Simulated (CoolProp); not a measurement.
Vapour-liquid equilibrium of dimethyl carbonate (1) + n-heptane (2) at 355.4 K; x and y are mole fractions of (1).

Computed with CoolProp (multi-fluid Helmholtz-energy mixture model, Zhou 2011 and Span 2003; pair parameters Bell 2016).

```json
[
 {"x": "0.05", "bubble pressure (bar)": "0.7164", "y at the bubble point": "0.178", "dew pressure at overall composition x (bar)": "0.6407", "liquid density (mol/L)": "6.409"},
 {"x": "0.15", "bubble pressure (bar)": "0.8586", "y at the bubble point": "0.368", "dew pressure at overall composition x (bar)": "0.6987", "liquid density (mol/L)": "6.685"},
 {"x": "0.25", "bubble pressure (bar)": "0.9419", "y at the bubble point": "0.465", "dew pressure at overall composition x (bar)": "0.7661", "liquid density (mol/L)": "6.991"},
 {"x": "0.35", "bubble pressure (bar)": "0.9877", "y at the bubble point": "0.523", "dew pressure at overall composition x (bar)": "0.8436", "liquid density (mol/L)": "7.333"},
 {"x": "0.45", "bubble pressure (bar)": "1.011", "y at the bubble point": "0.561", "dew pressure at overall composition x (bar)": "0.9289", "liquid density (mol/L)": "7.716"},
 {"x": "0.55", "bubble pressure (bar)": "1.020", "y at the bubble point": "0.590", "dew pressure at overall composition x (bar)": "1.005", "liquid density (mol/L)": "8.148"},
 {"x": "0.65", "bubble pressure (bar)": "1.021", "y at the bubble point": "0.618", "dew pressure at overall composition x (bar)": "1.012", "liquid density (mol/L)": "8.636"},
 {"x": "0.75", "bubble pressure (bar)": "1.010", "y at the bubble point": "0.655", "dew pressure at overall composition x (bar)": "0.9516", "liquid density (mol/L)": "9.191"},
 {"x": "0.85", "bubble pressure (bar)": "0.9738", "y at the bubble point": "0.717", "dew pressure at overall composition x (bar)": "0.8812", "liquid density (mol/L)": "9.821"},
 {"x": "0.95", "bubble pressure (bar)": "0.8778", "y at the bubble point": "0.855", "dew pressure at overall composition x (bar)": "0.8145", "liquid density (mol/L)": "10.54"}
]
```

y crosses x between x = 0.55 and 0.65: the model has an azeotrope there.

Pair parameters are fitted to limited data, so mixtures are less certain than the pure fluids.
